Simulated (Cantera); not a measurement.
Source: NASA polynomial tables (part measured, part estimated), evaluated in Cantera. Values are per mole of reaction as written; species without (g) are pure solids or liquids, kept so even where they would boil at 1 bar.

4 NO2(g) + 3 Si3N4 → 9 Si + 8 N2O(g), with ΔH° = 2750.4 kJ and ΔS° = 630.0 J/K at 300 K.

Task: How far is the shortcut ΔG° ≈ ΔH°(300 K) − T·ΔS°(300 K) from the full temperature-dependent value at 1175, 1275, 1375, 1475, 1575, 1675, 1775, 1875, 1975, 2075 K?

Result: 
```json
[
 {"T (K)": "1175", "shortcut (kJ)": "2010.1", "full (kJ)": "1984.0", "difference (kJ)": "26.1", "difference in log10 K": "-1.16", "condensed phases": "Si3N4(s), Si(s)"},
 {"T (K)": "1275", "shortcut (kJ)": "1947.1", "full (kJ)": "1917.5", "difference (kJ)": "29.6", "difference in log10 K": "-1.21", "condensed phases": "Si3N4(s), Si(s)"},
 {"T (K)": "1375", "shortcut (kJ)": "1884.1", "full (kJ)": "1851.2", "difference (kJ)": "32.9", "difference in log10 K": "-1.25", "condensed phases": "Si3N4(s), Si(s)"},
 {"T (K)": "1475", "shortcut (kJ)": "1821.1", "full (kJ)": "1785.1", "difference (kJ)": "36.0", "difference in log10 K": "-1.27", "condensed phases": "Si3N4(s), Si(s)"},
 {"T (K)": "1575", "shortcut (kJ)": "1758.1", "full (kJ)": "1719.3", "difference (kJ)": "38.8", "difference in log10 K": "-1.29", "condensed phases": "Si3N4(s), Si(s)"},
 {"T (K)": "1675", "shortcut (kJ)": "1695.1", "full (kJ)": "1653.6", "difference (kJ)": "41.5", "difference in log10 K": "-1.29", "condensed phases": "Si3N4(s), Si(s)"},
 {"T (K)": "1775", "shortcut (kJ)": "1632.1", "full (kJ)": "1565.5", "difference (kJ)": "66.6", "difference in log10 K": "-1.96", "condensed phases": "Si3N4(s), Si(l)"},
 {"T (K)": "1875", "shortcut (kJ)": "1569.1", "full (kJ)": "1473.6", "difference (kJ)": "95.5", "difference in log10 K": "-2.66", "condensed phases": "Si3N4(s), Si(l)"},
 {"T (K)": "1975", "shortcut (kJ)": "1506.1", "full (kJ)": "1382.0", "difference (kJ)": "124.1", "difference in log10 K": "-3.28", "condensed phases": "Si3N4(s), Si(l)"},
 {"T (K)": "2075", "shortcut (kJ)": "1443.1", "full (kJ)": "1290.7", "difference (kJ)": "152.4", "difference in log10 K": "-3.84", "condensed phases": "Si3N4(s), Si(l)"}
]
```
The shortcut ignores heat capacities and the phase changes listed.
